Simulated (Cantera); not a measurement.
What does this Cantera script print?

```python
import numpy as np
import cantera as ct

gas_names = [...]  # 50 gases of nasa_gas.yaml made of F, H, Mg, N, O
cond_names = """
    H2O(s) H2O(L) Mg(cr) Mg(L) MgF2(s) MgF2(L) MgO(s) MgO(L) MgO2H2(s)
""".split()


# ... load() reads the species with a 1 bar reference pressure and builds the phases ...
atoms = {
    'MgO': {'Mg': 1, 'O': 1},
    'NF3': {'N': 1, 'F': 3},
    'H2': {'H': 2},
}
top_T = {}  # K; cautious upper limits of use, not melting points


# ... equilibrate(T, P, feed) seeds the gas with the atoms and calls Mixture.equilibrate('TP', solver="vcs", rtol=1e-11, max_steps=5000) ...
results = []
feed = {'MgO': 1, 'NF3': 14, 'H2': 0.58}  # mol
P = 130  # Pa
for T in [1250, 1300, 1350, 1400, 1450, 1500, 1550, 1600, 1650, 1700, 1750, 1800]:
    mix = equilibrate(T, P, feed)
    results.append((T, P, feed, dict(zip(mix.species_names, mix.species_moles))))
    x = sorted(zip(gas.X, gas.species_names), reverse=True)
    print(f"T = {T:g} K  P = {P:g} Pa  gas = {mix.phase_moles(0):.4g} mol")
    print("   x: " + "  ".join(f"{s} {v:.3e}" for v, s in x if v > 1e-06))
    print("   condensed (mol): " + ("  ".join(f"{mix.phase(i).name} {mix.phase_moles(i):.4g}"
          for i in range(1, mix.n_phases) if mix.phase_moles(i) > 1e-12) or "none"))
```

Result:

```
T = 1250 K  P = 130 Pa  gas = 47.43 mol
   x: F 8.156e-01  N2 1.476e-01  HF 2.446e-02  O2 1.053e-02  F2 1.681e-03  MgF2 1.055e-04  NO 2.734e-05
   condensed (mol): MgF2(s) 0.995
T = 1300 K  P = 130 Pa  gas = 47.48 mol
   x: F 8.163e-01  N2 1.474e-01  HF 2.443e-02  O2 1.051e-02  F2 9.102e-04  MgF2 4.247e-04  NO 3.831e-05
   condensed (mol): MgF2(s) 0.9798
T = 1350 K  P = 130 Pa  gas = 47.55 mol
   x: F 8.158e-01  N2 1.472e-01  HF 2.440e-02  O2 1.049e-02  MgF2 1.536e-03  F2 5.142e-04  NO 5.231e-05  O 1.199e-06
   condensed (mol): MgF2(s) 0.927
T = 1400 K  P = 130 Pa  gas = 47.73 mol
   x: F 8.132e-01  N2 1.466e-01  HF 2.431e-02  O2 1.044e-02  MgF2 5.047e-03  F2 3.007e-04  NO 6.969e-05  O 2.682e-06
   condensed (mol): MgF2(s) 0.7591
T = 1450 K  P = 130 Pa  gas = 48.23 mol
   x: F 8.050e-01  N2 1.451e-01  HF 2.405e-02  MgF2 1.522e-02  O2 1.032e-02  F2 1.798e-04  NO 9.038e-05  O 5.658e-06  Mg2F4 2.775e-06
   condensed (mol): MgF2(s) 0.2658
T = 1500 K  P = 130 Pa  gas = 48.49 mol
   x: F 8.007e-01  N2 1.443e-01  HF 2.392e-02  MgF2 2.062e-02  O2 1.025e-02  NO 1.157e-04  F2 1.121e-04  O 1.138e-05  Mg2F4 2.579e-06
   condensed (mol): none
T = 1550 K  P = 130 Pa  gas = 48.5 mol
   x: F 8.007e-01  N2 1.443e-01  HF 2.392e-02  MgF2 2.062e-02  O2 1.023e-02  NO 1.464e-04  F2 7.278e-05  O 2.195e-05  Mg2F4 1.368e-06
   condensed (mol): none
T = 1600 K  P = 130 Pa  gas = 48.5 mol
   x: F 8.008e-01  N2 1.442e-01  HF 2.392e-02  MgF2 2.062e-02  O2 1.020e-02  NO 1.825e-04  F2 4.851e-05  O 4.062e-05
   condensed (mol): none
T = 1650 K  P = 130 Pa  gas = 48.5 mol
   x: F 8.008e-01  N2 1.442e-01  HF 2.392e-02  MgF2 2.062e-02  O2 1.016e-02  NO 2.243e-04  O 7.240e-05  F2 3.313e-05  FO 1.037e-06
   condensed (mol): none
T = 1700 K  P = 130 Pa  gas = 48.5 mol
   x: F 8.007e-01  N2 1.442e-01  HF 2.392e-02  MgF2 2.062e-02  O2 1.011e-02  NO 2.723e-04  O 1.247e-04  F2 2.313e-05  FO 1.093e-06
   condensed (mol): none
T = 1750 K  P = 130 Pa  gas = 48.5 mol
   x: F 8.007e-01  N2 1.442e-01  HF 2.392e-02  MgF2 2.062e-02  O2 1.004e-02  NO 3.264e-04  O 2.079e-04  F2 1.647e-05  FO 1.147e-06
   condensed (mol): none
T = 1800 K  P = 130 Pa  gas = 48.51 mol
   x: F 8.007e-01  N2 1.441e-01  HF 2.391e-02  MgF2 2.062e-02  O2 9.945e-03  NO 3.868e-04  O 3.366e-04  F2 1.195e-05  FO 1.199e-06
   condensed (mol): none
```

Method: chemical equilibrium by Gibbs-energy minimisation in Cantera with the NASA 1993 tables (ideal gas, pure condensed phases).
